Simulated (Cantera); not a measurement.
A perfectly stirred reactor is fed with 53.5 % CH₄, 21.4 % CO₂, 25.1 % H₂, at 4.93 atm; it is held at 1773 K, and followed from long to short residence time.

Computed with Cantera and GRI-Mech 3.0 (53 species, 325 reactions). GRI-Mech 3.0 stops at C3 and has no aromatics, soot or wall deposition, so with more carbon than oxygen in the feed, carbon stays in small species such as C2H2 where larger ones or solid carbon would form.

One state of this run: x CH₄ = 0.0902; x CO₂ = 0.0193; x H₂ = 0.507; x H₂O₂ = <1e-12; x H₂O = 0.0969. x: mole fraction; the columns are a selection and need not sum to one.

Question: Which value of τ (s) does it belong to?
A. 8.1
B. 0.23
C. 0.0011
D. 0.039

Answer: D, 0.039
